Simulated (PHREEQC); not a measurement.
Solution A (0.008 mol FeSO4 and 0.022 mol NaF per kg of water) is mixed with solution B (2.8 mmol/kgw H3BO3 and 9.2 mmol/kgw Na2HPO4) at 25 °C; shares are by mass of water, 1 kg in all. The system is closed to oxygen. The system is closed to CO2. Solids allowed: Vivianite, Melanterite. Others were left out.

The numbers come from PHREEQC with the ion-association model, phreeqc.dat.

Task: Predict pH, Vivianite (mol) at share of solution B = 0.15, 0.65.

Result: 
| share of solution B | pH | Vivianite (mol) |
|---|---|---|
| 0.15 | 4.71 | 0.000505 |
| 0.65 | 7.08 | 0.000933 |

Real BF4- forms and hydrolyses slowly; the run takes it at equilibrium. Fluoro complexes past AlF4- and FeF3 are missing from the database.
